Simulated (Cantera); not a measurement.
Input: 1 mol Fe3O4, 1.4 mol C, 4.9 mol H2, at 725 °C and 28.5 Torr.

Equilibrium computed with Cantera from the NASA thermochemical tables; the gas is ideal and each condensed phase is pure. Candidate condensed phases: C, C6H6, C7H8, C8H18, Fe, Fe(CO)5, FeO, Fe(OH)2, Fe(OH)3, Fe2O3, Fe3O4, H2O; 114 gas species. The tables' stoichiometric FeO is somewhat more stable than real wüstite, so its field is too wide. FeO: taken at fixed stoichiometry. Equilibrium is a limit: real reactors are often held back by kinetics, nucleation or transport.

Base state: H2 0.660, CO 0.177, H2O 0.117, CO2 0.0455, CH4 2.48e-5 (mole fractions); condensed: Fe(α) + FeO(s).

Q: What changes in the equilibrium state with this change: temperature from 725 °C to 1300 °C?

A: 
| species | before | after |
|---|---|---|
| H2 | 0.660 | 0.537 |
| H2O | 0.117 | 0.240 |
| CO | 0.177 | 0.192 |
| CO2 | 0.0455 | 0.0298 |
| Fe | <1e-9 | 1.73e-5 |
| CH4 | 2.48e-5 | <1e-9 |
| H | 9.00e-9 | 0.000153 |
| Fe(α), mol | 1.43 | 0 |
| FeO(s), mol | 1.57 | 0.897 |
| Fe(γ), mol | 0 | 2.10 |
Mutual solubility and eutectic melting of coexisting phases are not modelled.
